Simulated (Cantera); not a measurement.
Feed: 1 mol SiH₂Cl₂, 4.4 mol HCl, 7.6 mol H₂, at 13.3 mbar.

These are equilibrium values from Cantera (NASA tables, ideal gas, pure condensed phases), not measurements of a reactor. Candidate condensed phases: Si; 19 gas species. The tables' values for SiCl₃ are old estimates; treat these amounts as uncertain. Rates play no part. All values below are at 1102 °C.

Base state: H₂ 0.645, HCl 0.282, SiCl₂ 0.0468, SiCl₄ 0.0128, SiCl₃ 0.0114, SiHCl₃ 0.00186, SiH₂Cl₂ 4.03e-5, H 2.38e-5 (mole fractions); condensed: gas only.

Problem. What changes in the equilibrium state with this change: HCl from 4.4 to 0.75 mol?

Solution. 
```
species      before     after
----------  -------  --------
H₂            0.645     0.809
HCl           0.282     0.126
SiCl₂        0.0468    0.0562
SiCl₄        0.0128   0.00243
SiCl₃        0.0114   0.00545
SiHCl₃      0.00186  0.000998
SiH₂Cl₂     4.03e-5   6.07e-5
H           2.38e-5   2.67e-5
Si(s), mol        0     0.329
```
